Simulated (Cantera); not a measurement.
What does this Cantera script print?

```python
import numpy as np
import cantera as ct

gas_names = """
    CL CLO CL2 H HCL HNO HNO2 HNO3 HOCL HO2 H2 H2O H2O2 N NH NH2 NH3 NH2OH NO NO2 NO3 N2 N2H2 N2H4 N2O O
    OH O2 O3
""".split()
cond_names = """
    H2O(s) H2O(L) NH4CL(a) NH4CL(b)
""".split()


# ... load() reads the species with a 1 bar reference pressure and builds the phases ...
atoms = {
    'HCl': {'H': 1, 'CL': 1},
    'H2': {'H': 2},
    'O2': {'O': 2},
    'N2': {'N': 2},
}
top_T = {}  # K; cautious upper limits of use, not melting points


# ... equilibrate(T, P, feed) seeds the gas with the atoms and calls Mixture.equilibrate('TP', solver="vcs", rtol=1e-11, max_steps=5000) ...
results = []
feed = {'HCl': 1, 'H2': 0.15, 'O2': 4.4, 'N2': 0.00021}  # mol
P = 1900000  # Pa
for T in [1025, 1225, 1425, 1625, 1825, 2025, 2225, 2425, 2625, 2825]:
    mix = equilibrate(T, P, feed)
    results.append((T, P, feed, dict(zip(mix.species_names, mix.species_moles))))

top = {s: max(r[3][s] / sum(r[3][g] for g in gas_names) for r in results) for s in gas_names}
cols = sorted((s for s in top if top[s] > 0.0001), key=lambda s: -top[s])[:6]
seen = [c for c in cond_names if any(r[3].get(c, 0) > 1e-12 for r in results)]
print("log10 of partial pressures in bar; condensed amounts in mol")
print(f"{'T/K':>10s}" + "".join(f"{s[:9]:>10s}" for s in cols + seen))
for T, P, feed, n in results:
    ng = sum(n[g] for g in gas_names)
    print(f"{T:10.4g}" + "".join(f"{np.log10(max(n[s] / ng * P / 1e5, 1e-99)):10.3f}" for s in cols)
          + "".join(f"{n.get(c, 0):10.4g}" for c in seen))
```

It prints:

```
log10 of partial pressures in bar; condensed amounts in mol
       T/K        O2       HCL       H2O        CL       CL2        OH
      1025     1.173     0.117     0.222    -3.226     0.053    -5.659
      1225     1.174     0.263     0.143    -2.249    -0.069    -4.345
      1425     1.174     0.345     0.074    -1.561    -0.193    -3.405
      1625     1.174     0.390     0.022    -1.056    -0.321    -2.697
      1825     1.172     0.411    -0.010    -0.681    -0.461    -2.139
      2025     1.170     0.411    -0.019    -0.403    -0.624    -1.684
      2225     1.166     0.394    -0.009    -0.200    -0.809    -1.303
      2425     1.161     0.363     0.009    -0.052    -1.008    -0.980
      2625     1.155     0.321     0.026     0.057    -1.210    -0.707
      2825     1.146     0.271     0.034     0.139    -1.406    -0.477
```

Equilibrium computed with Cantera from the NASA thermochemical tables; the gas is ideal and each condensed phase is pure.
